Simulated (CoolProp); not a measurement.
Vapour-liquid equilibrium of propane (1) + cyclopropane (2) at 1.71 MPa; x and y are mole fractions of (1).

Model: multi-fluid Helmholtz-energy mixture model, Lemmon 2009 and Polt 1992; pair parameters Bell 2016, in CoolProp. This equation is an older, rougher fit; its heat capacities, sound speeds and derivatives of the liquid may be far off and weren't checked against measurements.

```json
[
 {"x": "0.05", "bubble temperature (K)": "332.8", "y at the bubble point": "0.066", "dew temperature at overall composition x (K)": "333.1", "liquid density (mol/L)": "13.08"},
 {"x": "0.2", "bubble temperature (K)": "329.9", "y at the bubble point": "0.245", "dew temperature at overall composition x (K)": "330.6", "liquid density (mol/L)": "12.55"},
 {"x": "0.35", "bubble temperature (K)": "327.5", "y at the bubble point": "0.402", "dew temperature at overall composition x (K)": "328.3", "liquid density (mol/L)": "12.05"},
 {"x": "0.5", "bubble temperature (K)": "325.7", "y at the bubble point": "0.544", "dew temperature at overall composition x (K)": "326.2", "liquid density (mol/L)": "11.57"},
 {"x": "0.65", "bubble temperature (K)": "324.3", "y at the bubble point": "0.678", "dew temperature at overall composition x (K)": "324.6", "liquid density (mol/L)": "11.12"},
 {"x": "0.8", "bubble temperature (K)": "323.4", "y at the bubble point": "0.811", "dew temperature at overall composition x (K)": "323.5", "liquid density (mol/L)": "10.70"},
 {"x": "0.95", "bubble temperature (K)": "323.1", "y at the bubble point": "0.950", "dew temperature at overall composition x (K)": "323.1", "liquid density (mol/L)": "10.31"}
]
```

No azeotrope shows between x = 0.05 and 0.95.

The pair parameters rest on a limited set of measurements; away from them the model extrapolates.
